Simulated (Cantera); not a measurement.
A freely propagating, adiabatic, planar premixed flame of 7.94 % CH4, 15.9 % O2, 76.2 % N2, equivalence ratio 1.0, unburnt at 700 K and 370000 Pa; mixture-averaged transport, grid criteria slope 0.08 and curve 0.16, no radiation.

Computed with Cantera and GRI-Mech 3.0 (53 species, 325 reactions). Burning velocities carry a grid error of a few per cent, more on coarse grids.

Problem. Predict: laminar burning velocity; thermal thickness; peak x(H); peak x(C2H4); peak x(CO).

Solution. 
- laminar burning velocity: 75.4 cm/s
- thermal thickness: 0.153 mm
- peak x(H): 0.00332
- peak x(C2H4): 0.000659
- peak x(CO): 0.0369
